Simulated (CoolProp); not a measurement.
Vapour-liquid equilibrium of carbon dioxide (1) + n-perfluorobutane (2) at 222.2 K; x and y are mole fractions of (1).

Computed with CoolProp (multi-fluid Helmholtz-energy mixture model, Span 1996 and Gao 2022; pair parameters Bell 2016).

| x | bubble pressure (MPa) | y at the bubble point | dew pressure at overall composition x (MPa) | liquid density (mol/L) |
|---|---|---|---|---|
| 0.05 | 0.06430 | 0.876 | 0.008579 | 7.728 |
| 0.125 | 0.1606 | 0.952 | 0.009314 | 8.240 |
| 0.2 | (withheld) | 0.971 | (withheld) | 8.808 |
| 0.275 | 0.3374 | 0.979 | 0.01124 | 9.445 |
| 0.35 | 0.3990 | 0.983 | (withheld) | 10.16 |
| 0.425 | 0.4416 | 0.985 | 0.01415 | 10.98 |
| 0.5 | 0.4697 | 0.986 | 0.01626 | 11.93 |
| 0.575 | (withheld) | 0.987 | 0.01911 | 13.04 |
| 0.65 | 0.5063 | 0.988 | 0.02316 | 14.35 |
| 0.725 | 0.5252 | (withheld) | (withheld) | 15.94 |
| 0.8 | 0.5495 | 0.991 | 0.04023 | 17.89 |
| 0.875 | 0.5818 | 0.994 | 0.06373 | 20.36 |
| 0.95 | 0.6235 | 0.997 | 0.1539 | 23.58 |

**Question.** Some entries are withheld; supply them.

**Answer.** 
- 0.2, bubble pressure (MPa): 0.2560
- 0.2, dew pressure at overall composition x (MPa): 0.01019
- 0.35, dew pressure at overall composition x (MPa): 0.01253
- 0.575, bubble pressure (MPa): 0.4894
- 0.725, y at the bubble point: 0.989
- 0.725, dew pressure at overall composition x (MPa): 0.02940

No azeotrope shows between x = 0.05 and 0.95.

Pair parameters are fitted to limited data, so mixtures are less certain than the pure fluids. With so large a gap from Raoult's law the liquid may split in two, which this calculation doesn't test in full.
